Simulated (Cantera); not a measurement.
Input: 1 mol SiH4, 0.31 mol N2, equilibrated at 1875 K and 70.0 mbar.

These are equilibrium values from Cantera (NASA tables, ideal gas, pure condensed phases), not measurements of a reactor. Candidate condensed phases: Si, Si3N4; 18 gas species. Gases not in the tables: Si2H6 and higher silanes. Equilibrium is a limit: real reactors are often held back by kinetics, nucleation or transport.

Base state: H2 0.863, N2 0.134, H 0.00230, Si 0.000129, SiH2 4.29e-5, SiH 2.95e-5 (mole fractions); condensed: Si(l).

**Question.** What changes in the equilibrium state with this change: temperature from 1875 K to 1148.15 K?

**Answer.** 
| species | before | after |
|---|---|---|
| H2 | 0.863 | 1.00 |
| H | 0.00230 | 2.72e-7 |
| N2 | 0.134 | 7.57e-8 |
| SiH2 | 4.29e-5 | 3.98e-9 |
| Si | 0.000129 | <1e-9 |
| SiH | 2.95e-5 | <1e-9 |
| Si(l), mol | 0.999 | 0 |
| Si(s), mol | 0 | 0.535 |
| Si3N4(s), mol | 0 | 0.155 |
N2 is the only nitrogen source here; it is nearly inert below about 1500 K, so the nitride shown seldom forms there in practice. Mutual solubility and eutectic melting of coexisting phases are not modelled.

**Question.** What changes in the equilibrium state with this change: SiH4 replaced by SiH2Cl2?

**Answer.** 
```csv
species,before,after
H2,0.863,0.336
SiCl2,0,0.319
HCl,0,0.196
SiCl3,0,0.0105
N2,0.134,0.135
SiCl,0,0.000653
Cl,0,0.000634
SiCl4,0,0.000487
SiHCl3,0,0.000250
"Si(l), mol",0.999,0.238
```
The tables' values for SiCl3, SiCl are old estimates; treat these amounts as uncertain. Further candidate phases: NH4Cl.
